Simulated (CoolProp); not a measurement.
Ammonia along the isobar 0.38 MPa: fugacity coefficient from the reference equation and from simpler models built on Tc = 405.6 K, pc = 11.36 MPa, ω = 0.256; each cubic takes its own stable root.

Values from CoolProp's reference Helmholtz-energy equation of state, Gao 2020.

| T (K) | phase | reference |
|---|---|---|
| 211.3 | liquid | 0.05059 |
| 223.8 | liquid | 0.1103 |
| 236.3 | liquid | 0.2181 |
| 248.9 | liquid | 0.3992 |
| 261.4 | liquid | 0.6783 |
| 273.9 | gas | 0.9443 |
| 286.4 | gas | 0.9539 |
| 298.9 | gas | 0.9613 |
| 311.5 | gas | 0.9671 |

Question: How far does each simpler model (Redlich-Kwong, Peng-Robinson) lie from the reference over these 9 states: mean and median of the absolute difference, and the worst?

Answer: 
- Redlich-Kwong: mean 53.7 %, median 41.8 %, worst +131.5 % at 211.3 K and 0.38 MPa
- Peng-Robinson: mean 0.9 %, median 0.8 %, worst +1.8 % at 273.9 K and 0.38 MPa

At some of these states Redlich-Kwong gives the other phase, because its saturation line lies elsewhere.
